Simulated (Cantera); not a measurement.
Ignition delay

Mixture: CH4 : O2 : N2 : H2O = 1 : 2.1 : 20.7 : 4 (molar parts), equivalence ratio 0.95, at 1.01 bar, adiabatic and at constant pressure. Ignition delay is the time to a rise of 400 K.

Model: GRI-Mech 3.0 (53 species, 325 reactions), integrated in Cantera.

```json
[
 {"T0 (K)": "1000", "delay (ms)": "2820"},
 {"T0 (K)": "1100", "delay (ms)": "625"},
 {"T0 (K)": "1200", "delay (ms)": "159"},
 {"T0 (K)": "1300", "delay (ms)": "43.2"},
 {"T0 (K)": "1400", "delay (ms)": "12.0"},
 {"T0 (K)": "1500", "delay (ms)": "3.53"},
 {"T0 (K)": "1600", "delay (ms)": "1.22"}
]
```

```json
{
 "apparent activation energy between 1400 and 1600 K": "210 kJ/mol"
}
```
